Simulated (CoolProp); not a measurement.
Vapour-liquid equilibrium of propylene (1) + R114 (2) at 320.6 K; x and y are mole fractions of (1).

Values from CoolProp's multi-fluid Helmholtz-energy mixture model, Lemmon 2013 and Platzer 1990; pair parameters Bell 2016. This equation is an older, rougher fit; its heat capacities, sound speeds and derivatives of the liquid may be far off and weren't checked against measurements.

```
x     bubble pressure (MPa)  y at the bubble point  dew pressure at overall composition x (MPa)  liquid density (mol/L)
----  ---------------------  ---------------------  -------------------------------------------  ----------------------
0.05                 0.5064                  0.196                                       0.4368                   8.201
0.2                  0.7731                  0.519                                       0.5088                   8.547
0.35                  1.023                  0.676                                       0.6076                   8.909
0.5                   1.249                  0.773                                       0.7508                   9.295
0.65                  1.458                  0.844                                       0.9719                   9.717
0.8                   1.661                  0.908                                        1.325                   10.20
0.95                  1.871                  0.975                                        1.793                   10.78
```

No azeotrope shows between x = 0.05 and 0.95.

Pair parameters are fitted to limited data, so mixtures are less certain than the pure fluids.
